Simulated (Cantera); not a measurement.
Input: 1 mol Si2Cl6, 17 mol NH3, 6.4 mol H2, equilibrated at 1427 °C and 0.0100 bar.

These are equilibrium values from Cantera (NASA tables, ideal gas, pure condensed phases), not measurements of a reactor. Candidate condensed phases: NH4Cl, Si, Si3N4; 28 gas species. The feed counts by its element totals alone. The tables' values for SiCl3, SiCl are old estimates; treat these amounts as uncertain. Rates play no part.

Question: What is the equilibrium state?

Answer: x(H2): 0.702
x(N2): 0.187
x(HCl): 0.0803
x(SiCl2): 0.0292
x(H): 0.00123
x(SiCl3): 0.000226
x(Cl): 0.000110
x(SiCl): 9.36e-5
x(Si): 6.02e-5
n(Si3N4(s)): 0.242 mol
gas amount: 42.94 mol
log10 activity of Si(l) (absent): -0.05
